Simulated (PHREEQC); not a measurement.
**Copper plating or etch bath**

Dissolve 0.046 mol Cu(NO3)2, 0.0003 mol H2SO4 and 0.11 mol KCl per kg of water at 80 °C. It is in equilibrium with CO2 at log p = -3.4 (atm). Otherwise closed; pH follows from the charge balance.

Computed with PHREEQC (ion-association model, phreeqc.dat).

No solid was allowed to form.

**Question.** Predict the pH.

**Answer.** pH 3.33.

**Question.** In which forms is Cl present?

**Answer.** Cl- 82 %, CuCl+ 17 %, CuCl2 1.2 % of the Cl.

At this temperature some constants are extrapolated from 25 °C, and those without enthalpy data are left unchanged.
